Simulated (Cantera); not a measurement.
Input: 1 mol BF₃, 1.2 mol N₂, 19 mol H₂O, held at 1.00 Torr.

Method: chemical equilibrium by Gibbs-energy minimisation in Cantera with the NASA 1993 tables (ideal gas, pure condensed phases). Candidate condensed phases: B, BN, B₂O₃, B₃O₃H₃, H₂O; 62 gas species. Kinetics and transport are ignored.

At 1527 °C, list the 6 most abundant gas species with their mole fractions, and the condensed phases.

H₂O 0.755, HF 0.121, N₂ 0.0535, HBO₂ 0.0312, H₂ 0.0142, BOF 0.0130. Condensed: gas only.
